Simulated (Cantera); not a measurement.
What does this Cantera script print?

```python
import numpy as np
import cantera as ct

gas = ct.Solution("gri30.yaml")
gas.TPX = 1150, 390000, {'CH4': 1, 'CO': 0.042, 'O2': 1.35, 'N2': 5.07}
reactor = ct.IdealGasConstPressureReactor(gas, energy="on", clone=False)
net = ct.ReactorNet([reactor])
net.rtol, net.atol = 1e-08, 1e-16
show = ['CH4', 'CO', 'O2', 'H2O2', 'CO2', 'OH', 'C2H2']
times = np.geomspace(1e-06, 0.1, 14)

steps = ct.SolutionArray(gas, extra=["t"])
rows = []
print(f"{'t/s':>10s}{'T/K':>9s}{'P/Pa':>11s}" + "".join(f"{s:>11s}" for s in show))
for t in times:
    while net.time < t:
        t_next = net.step()
        steps.append(gas.state, t=t_next)
    rows.append([np.interp(t, steps.t, y) for y in (steps.T, steps.P, *steps(*show).X.T)])
    print(f"{t:10.3e}{rows[-1][0]:9.1f}{rows[-1][1]:11.4g}" + "".join(f"{x:11.3e}" for x in rows[-1][2:]))
rate = np.gradient(steps.T, steps.t)
print("integrator steps:", len(steps.t))
if steps.T.max() > steps.T[0] + 200:
    print(f"time of steepest temperature rise: {steps.t[rate.argmax()]:.4e} s")
gas.TPX = 1150, 390000, {'CH4': 1, 'CO': 0.042, 'O2': 1.35, 'N2': 5.07}
gas.equilibrate("HP")
print(f"equilibrium (HP): T = {gas.T:.1f} K  " + "  ".join(f"{s} {gas[s].X[0]:.3e}" for s in show))
```

Result:

```
       t/s      T/K       P/Pa        CH4         CO         O2       H2O2        CO2         OH       C2H2
 1.000e-06   1150.0    3.9e+05  1.340e-01  5.629e-03  1.809e-01  1.705e-12  8.688e-11  8.453e-12  1.012e-23
 2.424e-06   1150.0    3.9e+05  1.340e-01  5.629e-03  1.809e-01  9.987e-12  2.141e-10  9.487e-12  6.097e-23
 5.878e-06   1150.0    3.9e+05  1.340e-01  5.629e-03  1.809e-01  5.817e-11  5.381e-10  1.180e-11  3.689e-22
 1.425e-05   1150.0    3.9e+05  1.340e-01  5.629e-03  1.809e-01  3.320e-10  1.414e-09  1.773e-11  2.387e-21
 3.455e-05   1150.0    3.9e+05  1.340e-01  5.629e-03  1.809e-01  1.823e-09  4.055e-09  3.393e-11  2.257e-20
 8.377e-05   1150.0    3.9e+05  1.340e-01  5.629e-03  1.809e-01  9.099e-09  1.327e-08  8.267e-11  5.312e-19
 2.031e-04   1150.0    3.9e+05  1.340e-01  5.628e-03  1.809e-01  3.666e-08  4.937e-08  2.440e-10  3.100e-17
 4.924e-04   1150.0    3.9e+05  1.340e-01  5.628e-03  1.809e-01  9.353e-08  1.876e-07  7.455e-10  3.817e-15
 1.194e-03   1150.1    3.9e+05  1.340e-01  5.628e-03  1.809e-01  1.240e-07  6.164e-07  1.402e-09  3.521e-13
 2.894e-03   1150.2    3.9e+05  1.340e-01  5.628e-03  1.809e-01  1.741e-07  1.893e-06  1.799e-09  7.722e-12
 7.017e-03   1150.9    3.9e+05  1.338e-01  5.634e-03  1.808e-01  3.423e-07  6.673e-06  2.939e-09  1.181e-10
 1.701e-02   1154.8    3.9e+05  1.331e-01  5.738e-03  1.803e-01  1.208e-06  3.370e-05  9.162e-09  3.716e-09
 4.125e-02   2549.3    3.9e+05  7.873e-12  9.293e-02  8.364e-05  2.413e-08  3.506e-02  2.216e-03  9.071e-15
 1.000e-01   2549.2    3.9e+05  7.887e-12  9.293e-02  8.350e-05  2.410e-08  3.505e-02  2.214e-03  9.086e-15
integrator steps: 2540
time of steepest temperature rise: 3.4063e-02 s
equilibrium (HP): T = 2549.2 K  CH4 8.954e-12  CO 9.293e-02  O2 8.350e-05  H2O2 2.410e-08  CO2 3.505e-02  OH 2.214e-03  C2H2 9.947e-15
```

Cantera simulation using GRI-Mech 3.0 (53 species, 325 reactions); the numbers are that mechanism's predictions, not measurements.
